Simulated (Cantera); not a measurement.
Feed: 1 mol CH3Cl, 0.0069 mol Si, equilibrated at 2773 K and 1.65 Torr.

These are equilibrium values from Cantera (NASA tables, ideal gas, pure condensed phases), not measurements of a reactor. Candidate condensed phases: C, C6H6, C7H8, C8H18, Si, SiC; 109 gas species. The tables' values for SiCl are old estimates; treat these amounts as uncertain. The numbers say what is thermodynamically allowed, not how fast it happens.

Base state: H 0.558, Cl 0.224, H2 0.124, HCl 0.0720, C3 0.0103, C2H2 (acetylene) 0.00378, C 0.00222, C2H 0.00205 (mole fractions); condensed: C(graphite).

Question: What changes in the equilibrium state with this change: pressure from 1.65 Torr to 7.50 Torr?

Answer: 
```tsv
species	before	after
H	0.558	0.374
H2	0.124	0.253
Cl	0.224	0.181
HCl	0.0720	0.177
C3	0.0103	0.00226
Si	0.00132	0.00149
SiCl2	4.88e-6	7.45e-5
C	0.00222	0.000489
C4	1.72e-5	3.79e-6
C(graphite), mol	0.835	0.921
```
